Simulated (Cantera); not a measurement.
Feed: 1 mol PbO, 0.57 mol H₂, 0.051 mol H₂O, held at 1.00 bar.

Cantera equilibrium calculation (NASA polynomials, part measured and part estimated; ideal gas, pure solids and liquids). Candidate condensed phases: H₂O, Pb, PbO, PbO₂, Pb₃O₄; 12 gas species. Each liquid is taken as pure. Mutual solubility and eutectic melting of coexisting phases are not modelled. Gases not in the tables: (PbO)n polymers. Kinetics and transport are ignored.

Task: Which condensed phases are stable at each of these points (T (°C)): 450, 500, 550, 600, 650, 700, 750, 800, 850, 900, 950, 1000?

Result: 
```
T (°C)     condensed phases  Pb condensed (%)
------  -------------------  ----------------
450        Pb(l) + PbO(red)             100.0
500     Pb(l) + PbO(yellow)             100.0
550     Pb(l) + PbO(yellow)             100.0
600     Pb(l) + PbO(yellow)             100.0
650     Pb(l) + PbO(yellow)             100.0
700     Pb(l) + PbO(yellow)             100.0
750     Pb(l) + PbO(yellow)             100.0
800     Pb(l) + PbO(yellow)             100.0
850     Pb(l) + PbO(yellow)             100.0
900          Pb(l) + PbO(l)             100.0
950          Pb(l) + PbO(l)              99.9
1000         Pb(l) + PbO(l)              99.9
```

At 450 °C the condensed part is Pb(l) + PbO(red). From 500 °C to 850 °C the condensed part is Pb(l) + PbO(yellow). From 900 °C to 1000 °C the condensed part is Pb(l) + PbO(l).
